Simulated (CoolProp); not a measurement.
Vapour-liquid equilibrium of R134a (1) + methanol (2) at -14.25 °C; x and y are mole fractions of (1).

Values from CoolProp's multi-fluid Helmholtz-energy mixture model, Tillner-Roth 1994 and de Reuck 1993; pair parameters Bell 2016.

```tsv
x	bubble pressure, mixture model (kPa)	bubble pressure, Raoult's law (kPa)	y, mixture model	y, Raoult's law
0.05	37.25	9.938	0.959	0.851
0.15	77.09	26.69	0.981	0.950
0.25	95.58	43.44	0.985	0.973
0.35	105.4	60.19	0.987	0.983
0.45	112.2	76.94	0.988	0.989
0.55	118.6	93.70	0.989	0.992
0.65	126.1	110.4	0.991	0.995
0.75	135.3	127.2	0.992	0.997
0.85	146.7	143.9	0.995	0.998
0.95	160.8	160.7	0.998	1.000
```

The largest gap from Raoult's law is +274.8 % in bubble pressure, at x = 0.05. No azeotrope shows between x = 0.05 and 0.95.

Pair parameters are fitted to limited data, so mixtures are less certain than the pure fluids. With so large a gap from Raoult's law the liquid may split in two, which this calculation doesn't test in full.
